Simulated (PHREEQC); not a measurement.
## Buffer (model solution)

Consider water at 25 °C with 0.0062 mol/kgw KH2PO4 and 0.0033 mol/kgw NH3. Closed to the air; pH follows from the charge balance.

Equilibrium calculation in PHREEQC: ion-association model, wateq4f.dat.

This is a speciation only: nothing precipitates in the calculation.

### Question
Estimate the pH, ionic strength.

### Answer
pH 7.11; ionic strength 0.0127 mol/kgw.

### Question
In which forms is P present?

### Answer
HPO4-2 52 %, H2PO4- 47 % of the P.

H3PO4, which wateq4f.dat lacks, is added to it with the constant of phreeqc.dat.
